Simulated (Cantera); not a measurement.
A Cantera script and what it prints.

```python
import numpy as np
import cantera as ct

gas_names = """
    C CH CH2 CH3 CH2OH CH3O CH4 CH3OH CO CO2 COOH C2 C2H CHCO,ketyl C2H2,acetylene C2H2,vinylidene
    CH2CO,ketene C2H3,vinyl CH3CO,acetyl C2H4 C2H4O,ethylen CH3CHO,ethanal CH3COOH (HCOOH)2 C2H5 C2H6
    CH3OCH3 C2H5OH C2O C3 C3H3,propargyl C3H4,allene C3H4,propyne C3H4,cyclo- C3H5,allyl C3H6,propylene
    C3H6,cyclo- C3H6O C3H7,n-propyl C3H7,i-propyl C3H8 C3H8O,1propanol C3H8O,2propanol C3O2 C4 C4H2
    C4H4,1,3-cyclo- C4H6,butadiene C4H6,2-butyne C4H6,cyclo- C4H8,1-butene C4H8,cis2-buten
    C4H8,tr2-butene C4H8,isobutene C4H8,cyclo- (CH3COOH)2 C4H9,n-butyl C4H9,i-butyl C4H9,s-butyl
    C4H9,t-butyl C4H10,isobutane C4H10,n-butane C5 C5H6,1,3cyclo- C5H8,cyclo- C5H10,1-pentene
    C5H10,cyclo- C5H11,pentyl C5H11,t-pentyl C5H12,n-pentane C5H12,i-pentane CH3C(CH3)2CH3 C6H2
    C6H5,phenyl C6H5O,phenoxy C6H6 C6H5OH,phenol C6H10,cyclo- C6H12,1-hexene C6H12,cyclo- C6H13,n-hexyl
    C7H7,benzyl C7H8 C7H8O,cresol C7H14,1-heptene C7H15,n-heptyl C7H16,n-heptane C8H8,styrene
    C8H10,ethylbenz C8H16,1-octene C8H17,n-octyl C8H18,isooctane C8H18,n-octane C9H19,n-nonyl
    C10H8,naphthale C10H21,n-decyl C12H9,o-bipheny C12H10,bipheny Fe FeC5O5 FeO Fe(OH)2 H HCO HO2 H2
    HCHO,formaldehy HCOOH H2O H2O2 O OH O2 O3
""".split()
cond_names = """
    C(gr) C6H6(L) C7H8(L) C8H18(L),n-octa Fe(a) Fe(c) Fe(d) Fe(L) FeC5O5(L) FeO(s) FeO(L) Fe(OH)2(s)
    Fe(OH)3(s) Fe2O3(s) Fe3O4(s) H2O(s) H2O(L)
""".split()


def load(file, names, dense=False):
    # The tables refer to 1 bar. Condensed volumes are neglected.
    table = {s.name: s for s in ct.Species.list_from_file(file)}
    out = []
    for n in names:
        d = dict(table[n].input_data)
        d["thermo"] = dict(d["thermo"], **{"reference-pressure": 1e5})
        if dense:
            d["equation-of-state"] = {"model": "constant-volume", "density": "1e6 g/cm^3"}
        out.append(ct.Species.from_dict(d))
    return out


gas = ct.Solution(thermo="ideal-gas", species=load("nasa_gas.yaml", gas_names))
cond = {s.name: ct.Solution(thermo="fixed-stoichiometry", species=[s], name=s.name)
        for s in load("nasa_condensed.yaml", cond_names, dense=True)}
atoms = {
    'Fe3O4': {'Fe': 3, 'O': 4},
    'CO': {'C': 1, 'O': 1},
    'H2': {'H': 2},
}
top_T = {'C(gr)': 4500, 'Fe2O3(s)': 1830, 'Fe3O4(s)': 1870}  # K; cautious upper limits of use, not melting points


def equilibrate(T, P, feed):
    n = {}
    for name, mol in feed.items():
        for a, k in atoms[name].items():
            n[a] = n.get(a, 0.0) + k * mol
    gas.TPX = T, P, n
    mass = sum(n.values()) * gas.mean_molecular_weight
    gas.equilibrate("TP")
    valid = [c for c in cond.values() if c.min_temp <= T <= top_T.get(c.name, c.max_temp)]
    mix = ct.Mixture([(gas, mass / gas.mean_molecular_weight)] + [(c, 0.0) for c in valid])
    mix.T, mix.P = T, P
    mix.equilibrate("TP", solver="vcs", rtol=1e-11, max_steps=5000)
    return mix


results = []
T = 1048.15  # K
P = 920000  # Pa
for m in [0.17, 0.23, 0.31, 0.43, 0.58, 0.8, 1.1, 1.5, 2, 2.8]:
    feed = {'Fe3O4': 1, 'CO': 3, 'H2': m}  # mol
    mix = equilibrate(T, P, feed)
    results.append((T, P, feed, dict(zip(mix.species_names, mix.species_moles))))

top = {s: max(r[3][s] / sum(r[3][g] for g in gas_names) for r in results) for s in gas_names}
cols = sorted((s for s in top if top[s] > 0.001), key=lambda s: -top[s])[:7]
seen = [c for c in cond_names if any(r[3].get(c, 0) > 1e-12 for r in results)]
print("log10 of partial pressures in bar; condensed amounts in mol")
print(f"{'n(H2)':>10s}" + "".join(f"{s[:9]:>10s}" for s in cols + seen))
for T, P, feed, n in results:
    ng = sum(n[g] for g in gas_names)
    print(f"{feed['H2']:10.4g}" + "".join(f"{np.log10(max(n[s] / ng * P / 1e5, 1e-99)):10.3f}" for s in cols)
          + "".join(f"{n.get(c, 0):10.4g}" for c in seen))
```

Result:

```
log10 of partial pressures in bar; condensed amounts in mol
     n(H2)        CO       CO2        H2       H2O       CH4     C(gr)    FeO(s)
      0.17     0.642     0.629    -0.521    -0.608    -2.276    0.3688         3
      0.23     0.636     0.617    -0.397    -0.490    -2.028    0.3781         3
      0.31     0.628     0.601    -0.277    -0.378    -1.788    0.3894         3
      0.43     0.616     0.578    -0.149    -0.262    -1.532    0.4045         3
      0.58     0.602     0.549    -0.036    -0.163    -1.306    0.4202         3
       0.8     0.582     0.510     0.080    -0.067    -1.074    0.4377         3
       1.1     0.557     0.459     0.188     0.016    -0.858    0.4526         3
       1.5     0.525     0.396     0.286     0.082    -0.662     0.459         3
         2     0.489     0.324     0.369     0.129    -0.496    0.4502         3
       2.8     0.438     0.221     0.456     0.165    -0.322    0.4071         3
```

Method: chemical equilibrium by Gibbs-energy minimisation in Cantera with the NASA 1993 tables (ideal gas, pure condensed phases). The tables' stoichiometric FeO is somewhat more stable than real wüstite, so its field is too wide. FeO: taken at fixed stoichiometry.
